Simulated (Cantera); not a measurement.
An isothermal, constant-pressure homogeneous reactor starts with C2H6 : H2 = 1 : 1.3 (molar parts), at 1425 K and 1.01 bar. Integrator tolerance rtol = 1e-08.

Model: GRI-Mech 3.0 (53 species, 325 reactions), integrated in Cantera. GRI-Mech 3.0 stops at C3 and has no aromatics, soot or wall deposition, so with more carbon than oxygen in the feed, carbon stays in small species such as C2H2 where larger ones or solid carbon would form.

```json
[
 {"quantity": "x(C2H6) at 1.00 s", "before": "0.000411 (gas-phase equilibrium 0.000371)", "after": "5.94e-7 (gas-phase equilibrium 5.94e-7)"},
 {"quantity": "x(H2) at 1.00 s", "before": "0.586 (gas-phase equilibrium 0.548)", "after": "0.762 (gas-phase equilibrium 0.762)"},
 {"quantity": "x(C2H4) at 1.00 s", "before": "0.0485 (gas-phase equilibrium 0.0425)", "after": "0.00137 (gas-phase equilibrium 0.00137)"},
 {"quantity": "x(H) at 1.00 s", "before": "6.46e-6 (gas-phase equilibrium 5.05e-6)", "after": "0.00120 (gas-phase equilibrium 0.00120)"},
 {"quantity": "x(CH4) at 1.00 s", "before": "0.232 (gas-phase equilibrium 0.286)", "after": "0.00572 (gas-phase equilibrium 0.00572)"},
 {"quantity": "x(C2H2) at 1.00 s", "before": "0.133 (gas-phase equilibrium 0.123)", "after": "0.230 (gas-phase equilibrium 0.230)"}
]
```

Q: What was changed between the two runs?
(A) temperature 1425 to 1975 K
(B) pressure from 1.01 bar to 0.350 bar
(C) H2 1.3 to 11 parts
(D) H2 1.3 to 2.3 parts

A: A, temperature 1425 to 1975 K
